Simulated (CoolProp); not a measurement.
Model: reference Helmholtz-energy equation of state, McLinden 2015, in CoolProp.

Question: For the fluoroketone C6F12O (FK-5-1-12), give the phase and the cv (kJ/(kg K)), Joule-Thomson coefficient (K/MPa) at 500 K and 4.67 MPa; 500 K and 6.54 MPa.

Answer: 
- 500 K and 4.67 MPa: supercritical; cv 1.08, Joule-Thomson coefficient 3.79
- 500 K and 6.54 MPa: supercritical; cv 1.07, Joule-Thomson coefficient 1.54
